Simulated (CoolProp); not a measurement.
Vapour-liquid equilibrium of R125 (1) + propane (2) at 0.211 MPa; x and y are mole fractions of (1).

The numbers come from the multi-fluid Helmholtz-energy mixture model, Lemmon 2005 and Lemmon 2009; pair parameters Bell 2016 in CoolProp.

```json
[
 {"x": "0.05", "bubble temperature (°C)": "-29.8", "y at the bubble point": "0.226", "dew temperature at overall composition x (°C)": "-25.2", "liquid density (mol/L)": "12.74"},
 {"x": "0.125", "bubble temperature (°C)": "-34.6", "y at the bubble point": "0.391", "dew temperature at overall composition x (°C)": "-27.2", "liquid density (mol/L)": "12.73"},
 {"x": "0.2", "bubble temperature (°C)": "-36.8", "y at the bubble point": "0.469", "dew temperature at overall composition x (°C)": "-29.1", "liquid density (mol/L)": "12.67"},
 {"x": "0.275", "bubble temperature (°C)": "-38.0", "y at the bubble point": "0.511", "dew temperature at overall composition x (°C)": "-31.2", "liquid density (mol/L)": "12.59"},
 {"x": "0.35", "bubble temperature (°C)": "-38.5", "y at the bubble point": "0.536", "dew temperature at overall composition x (°C)": "-33.4", "liquid density (mol/L)": "12.50"},
 {"x": "0.425", "bubble temperature (°C)": "-38.8", "y at the bubble point": "0.552", "dew temperature at overall composition x (°C)": "-35.6", "liquid density (mol/L)": "12.43"},
 {"x": "0.5", "bubble temperature (°C)": "-38.9", "y at the bubble point": "0.566", "dew temperature at overall composition x (°C)": "-37.7", "liquid density (mol/L)": "12.36"},
 {"x": "0.575", "bubble temperature (°C)": "-39.0", "y at the bubble point": "0.579", "dew temperature at overall composition x (°C)": "-39.0", "liquid density (mol/L)": "12.31"},
 {"x": "0.65", "bubble temperature (°C)": "-38.9", "y at the bubble point": "0.597", "dew temperature at overall composition x (°C)": "-38.3", "liquid density (mol/L)": "12.28"},
 {"x": "0.725", "bubble temperature (°C)": "-38.7", "y at the bubble point": "0.623", "dew temperature at overall composition x (°C)": "-37.1", "liquid density (mol/L)": "12.25"},
 {"x": "0.8", "bubble temperature (°C)": "-38.1", "y at the bubble point": "0.664", "dew temperature at overall composition x (°C)": "-35.7", "liquid density (mol/L)": "12.24"},
 {"x": "0.875", "bubble temperature (°C)": "-36.9", "y at the bubble point": "0.733", "dew temperature at overall composition x (°C)": "-34.2", "liquid density (mol/L)": "12.21"},
 {"x": "0.95", "bubble temperature (°C)": "-34.6", "y at the bubble point": "0.858", "dew temperature at overall composition x (°C)": "-32.8", "liquid density (mol/L)": "12.17"}
]
```

y crosses x between x = 0.575 and 0.65: the model has an azeotrope there.

Pair parameters are fitted to limited data, so mixtures are less certain than the pure fluids. With so large a gap from Raoult's law the liquid may split in two, which this calculation doesn't test in full.
